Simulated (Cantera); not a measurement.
Input: 1 mol Cu₂O, 3 mol H₂, 0.048 mol H₂O, at 7.50 Torr.

Equilibrium computed with Cantera from the NASA thermochemical tables; the gas is ideal and each condensed phase is pure. Candidate condensed phases: Cu, CuO, Cu(OH)₂, Cu₂O, H₂O; 12 gas species. Rates play no part.

Problem. Which condensed phases are stable at each of these points (T (K)): 850, 950, 1050, 1150, 1250, 1350, 1450, 1550, 1650, 1750, 1850, 1950?

Solution. 
```json
[
 {"T (K)": "850", "condensed phases": "Cu(s)", "Cu condensed (%)": "100.0"},
 {"T (K)": "950", "condensed phases": "Cu(s)", "Cu condensed (%)": "100.0"},
 {"T (K)": "1050", "condensed phases": "Cu(s)", "Cu condensed (%)": "100.0"},
 {"T (K)": "1150", "condensed phases": "Cu(s)", "Cu condensed (%)": "100.0"},
 {"T (K)": "1250", "condensed phases": "Cu(s)", "Cu condensed (%)": "100.0"},
 {"T (K)": "1350", "condensed phases": "Cu(s)", "Cu condensed (%)": "100.0"},
 {"T (K)": "1450", "condensed phases": "Cu(l)", "Cu condensed (%)": "99.9"},
 {"T (K)": "1550", "condensed phases": "Cu(l)", "Cu condensed (%)": "99.7"},
 {"T (K)": "1650", "condensed phases": "Cu(l)", "Cu condensed (%)": "98.7"},
 {"T (K)": "1750", "condensed phases": "Cu(l)", "Cu condensed (%)": "95.3"},
 {"T (K)": "1850", "condensed phases": "Cu(l)", "Cu condensed (%)": "83.9"},
 {"T (K)": "1950", "condensed phases": "Cu(l)", "Cu condensed (%)": "43.7"}
]
```

From 850 K to 1350 K the condensed part is Cu(s). From 1450 K to 1950 K the condensed part is Cu(l).
